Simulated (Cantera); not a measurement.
Input: 1 mol TEOS, 2.2 mol NO, 0.32 mol H2, at 8.25 Torr.

Method: chemical equilibrium by Gibbs-energy minimisation in Cantera with the NASA 1993 tables (ideal gas, pure condensed phases). Candidate condensed phases: C, C6H6, C7H8, C8H18, H2O, Si, SiC, SiO2, Si2N2O, Si3N4; 151 gas species. The feed counts by its element totals alone. Mutual solubility and eutectic melting of coexisting phases are not modelled. The tables hold silica as quartz up to 1696 K and as liquid above; real silica turns to tridymite and cristobalite and melts near 1996 K. Equilibrium is a limit: real reactors are often held back by kinetics, nucleation or transport.

Problem. Which condensed phases are stable at each of these points (T (°C)): 1025, 1125, 1225, 1325, 1425, 1525, 1625?

Solution. 
```
T (°C)                          condensed phases  Si condensed (%)
------  ----------------------------------------  ----------------
1025    C(graphite) + SiO2(β-quartz) + Si2N2O(s)             100.0
1125                     C(graphite) + Si2N2O(s)              99.9
1225                        C(graphite) + SiC(s)              98.8
1325                        C(graphite) + SiC(s)              98.2
1425                        C(graphite) + SiC(s)              97.5
1525                        C(graphite) + SiC(s)              96.6
1625                        C(graphite) + SiC(s)              95.4
```

At 1025 °C the condensed part is C(graphite) + SiO2(β-quartz) + Si2N2O(s). At 1125 °C the condensed part is C(graphite) + Si2N2O(s). From 1225 °C to 1625 °C the condensed part is C(graphite) + SiC(s).
